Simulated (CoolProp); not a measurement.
R1336mzz(E) along the isotherm 410 K: density (kg/m³) from the reference equation and from simpler models built on Tc = 403.5 K, pc = 2.779 MPa, ω = 0.413; each cubic takes its own stable root.

Values from CoolProp's reference Helmholtz-energy equation of state, Akasaka 2023.

```
p (MPa)          phase  reference
-------  -------------  ---------
0.298              gas      14.90
0.596              gas      31.05
0.893              gas      48.67
1.19               gas      68.19
1.49               gas      90.41
1.79               gas      116.0
2.08               gas      145.5
2.38               gas      183.9
2.68               gas      238.1
2.98     supercritical      345.1
3.28     supercritical      640.0
3.57     supercritical      741.0
3.87     supercritical      787.8
4.17     supercritical      818.8
```

Task: How far does each simpler model (ideal gas, Redlich-Kwong, Soave-Redlich-Kwong) lie from the reference over these 14 states: mean and median of the absolute difference, and the worst?

Result: 
- ideal gas: mean 40.2 %, median 34.5 %, worst -76.8 % at 410 K and 3.57 MPa
- Redlich-Kwong: mean 6.0 %, median 1.2 %, worst -19.2 % at 410 K and 3.87 MPa
- Soave-Redlich-Kwong: mean 7.6 %, median 2.4 %, worst -22.4 % at 410 K and 3.57 MPa
